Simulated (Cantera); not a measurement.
A Cantera script and what it prints.

```python
import numpy as np
import cantera as ct

gas_names = """
    C CN CO CO2 C2 CCN CNC C2N2 C2O C3 C3O2 C4 C4N2 C5 Cu CuO Cu2 N NCO NO NO2 NO3 N2 N2O O O2 O3
""".split()
cond_names = """
    C(gr) Cu(cr) Cu(L) CuO(s) Cu2O(s) Cu2O(L)
""".split()


# ... load() reads the species with a 1 bar reference pressure and builds the phases ...
atoms = {
    'CuO': {'Cu': 1, 'O': 1},
    'CO': {'C': 1, 'O': 1},
    'N2': {'N': 2},
}
top_T = {'C(gr)': 4500, 'CuO(s)': 1390}  # K; cautious upper limits of use, not melting points


# ... equilibrate(T, P, feed) seeds the gas with the atoms and calls Mixture.equilibrate('TP', solver="vcs", rtol=1e-11, max_steps=5000) ...
results = []
feed = {'CuO': 1, 'CO': 10, 'N2': 18}  # mol
T = 873.15  # K
P = 1000  # Pa
mix = equilibrate(T, P, feed)
results.append((T, P, feed, dict(zip(mix.species_names, mix.species_moles))))
print(gas.report(threshold=0.001))
for i in range(1, mix.n_phases):
    print(f"{mix.phase(i).name:16s} {mix.phase_moles(i):12.5e} mol")
```

Output:

```
       temperature   873.15 K
          pressure   1000 Pa
           density   0.0039373 kg/m^3
  mean mol. weight   28.584 kg/kmol
   phase of matter   gas

                          1 kg             1 kmol
                     ---------------   ---------------
          enthalpy       -1.1137e+06       -3.1835e+07  J
   internal energy       -1.3677e+06       -3.9095e+07  J
           entropy            9510.8        2.7186e+05  J/K
    Gibbs function       -9.4181e+06       -2.6921e+08  J
 heat capacity c_p            1148.7             32835  J/K
 heat capacity c_v            857.85             24521  J/K

                      mass frac. Y      mole frac. X     chem. pot. / RT
                     ---------------   ---------------   ---------------
                CO           0.31497           0.32143           -46.225
               CO2          0.054987          0.035714           -89.991
                N2           0.63004           0.64286           -29.571
     [  +24 minor]        1.0138e-11        4.5601e-12

C(gr)             0.00000e+00 mol
Cu(cr)            1.00000e+00 mol
CuO(s)            0.00000e+00 mol
Cu2O(s)           0.00000e+00 mol
```

Cantera equilibrium calculation (NASA polynomials, part measured and part estimated; ideal gas, pure solids and liquids).
